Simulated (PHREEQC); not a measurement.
A solution holds 0.00099 mol/kgw Na2CO3, 0.013 mol/kgw H3BO3 and 0.00032 mol/kgw NaCl, at 20 °C. Closed to the air; pH follows from the charge balance.

Equilibrium calculation in PHREEQC: ion-association model, wateq4f.dat.

```
quantity                   before    after
------------------------  -------  -------
pH                           8.18     8.17
ionic strength (mol/kgw)  0.00231  0.00359
H3BO3 (mol/kgw)            0.0120   0.0120
CO2 (mol/kgw)             1.47e-5  1.48e-5
NaHCO3 (mol/kgw)          1.13e-6  1.71e-6
SI of Nahcolite (NaHCO3)    -5.10    -4.92
SI of Halite (NaCl)         -7.75    -6.87
```

Q: Name the change that produced these shifts.
(A) H3BO3 replaced by NH4BF4 at the same molality
(B) NaCl from 0.00032 to 0.00048 mol/kgw
(C) NaCl from 0.00032 to 0.0016 mol/kgw
(D) diluted 10-fold with water
(E) 0.0066 mol/kgw H2SeO3 added

A: C, NaCl from 0.00032 to 0.0016 mol/kgw

Precipitation was switched off in this run.
